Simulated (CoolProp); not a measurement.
Vapour-liquid equilibrium of CF4 (R14) (1) + R13 (2) at 330 kPa; x and y are mole fractions of (1).

Values from CoolProp's multi-fluid Helmholtz-energy mixture model, Platzer 1990 and Platzer 1990; pair parameters Bell 2016. This equation is an older, rougher fit; its heat capacities, sound speeds and derivatives of the liquid may be far off and weren't checked against measurements.

| x | bubble temperature, mixture model (°C) | bubble temperature, Raoult's law (°C) | y, mixture model | y, Raoult's law |
|---|---|---|---|---|
| 0.05 | -65.1 | -64.0 | … | 0.322 |
| 0.2 | … | -79.9 | … | 0.734 |
| 0.35 | -92.0 | -89.5 | … | 0.873 |
| 0.5 | -97.7 | -96.1 | 0.925 | 0.935 |
| 0.65 | -101.7 | -100.9 | 0.956 | 0.967 |
| 0.8 | … | -104.8 | … | 0.986 |
| 0.95 | … | -107.9 | 0.995 | 0.997 |

### Question
Complete the blanks.

### Answer

- 0.05, y, mixture model: 0.332
- 0.2, bubble temperature, mixture model (°C): -82.7
- 0.2, y, mixture model: 0.747
- 0.35, y, mixture model: 0.871
- 0.8, bubble temperature, mixture model (°C): -104.9
- 0.8, y, mixture model: 0.977
- 0.95, bubble temperature, mixture model (°C): -107.8

The largest gap from Raoult's law is -2.8 K in bubble temperature, at x = 0.2. No azeotrope shows between x = 0.05 and 0.95.

Pair parameters are fitted to limited data, so mixtures are less certain than the pure fluids.
